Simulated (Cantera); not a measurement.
Input: 1 mol HMDSO, a varied amount of CO2, at 1223 K and 67.5 Torr.

Cantera equilibrium calculation (NASA polynomials, part measured and part estimated; ideal gas, pure solids and liquids). Candidate condensed phases: C, C6H6, C7H8, C8H18, H2O, Si, SiC, SiO2; 123 gas species. The feed counts by its element totals alone. Mutual solubility and eutectic melting of coexisting phases are not modelled. The tables hold silica as quartz up to 1696 K and as liquid above; real silica turns to tridymite and cristobalite and melts near 1996 K. The numbers say what is thermodynamically allowed, not how fast it happens.

Which condensed phases are stable at each of these points (n(CO2) (mol)): 1.4, 3.2, 4.9, 6.7, 8.5, 10, 12, 14, 16?


```
n(CO2) (mol)                       condensed phases  Si condensed (%)
------------  -------------------------------------  ----------------
1.4           C(graphite) + SiC(s) + SiO2(β-quartz)             100.0
3.2                    C(graphite) + SiO2(β-quartz)             100.0
4.9                    C(graphite) + SiO2(β-quartz)             100.0
6.7                    C(graphite) + SiO2(β-quartz)             100.0
8.5                    C(graphite) + SiO2(β-quartz)             100.0
10                                   SiO2(β-quartz)             100.0
12                                   SiO2(β-quartz)             100.0
14                                   SiO2(β-quartz)             100.0
16                                   SiO2(β-quartz)             100.0
```

At 1.4 mol CO2 the condensed part is C(graphite) + SiC(s) + SiO2(β-quartz). From 3.2 mol CO2 to 8.5 mol CO2 the condensed part is C(graphite) + SiO2(β-quartz). From 10 mol CO2 to 16 mol CO2 the condensed part is SiO2(β-quartz).
